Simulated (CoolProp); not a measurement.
Vapour-liquid equilibrium of R227EA (1) + isobutane (2) at 342.1 K; x and y are mole fractions of (1).

Computed with CoolProp (multi-fluid Helmholtz-energy mixture model, Lemmon 2016 and Bücker 2006; pair parameters Bell 2016).

**Question.** Give the bubble pressure and the first vapour's composition at x = 0.125, 0.65, 0.875. Is there an azeotrope?

**Answer.** x = 0.125: 13.49 bar, y = 0.251; x = 0.65: 16.80 bar, y = 0.642; x = 0.875: 15.87 bar, y = 0.837. y crosses x between x = 0.575 and 0.65: the model has an azeotrope there.

The pair parameters rest on a limited set of measurements; away from them the model extrapolates.
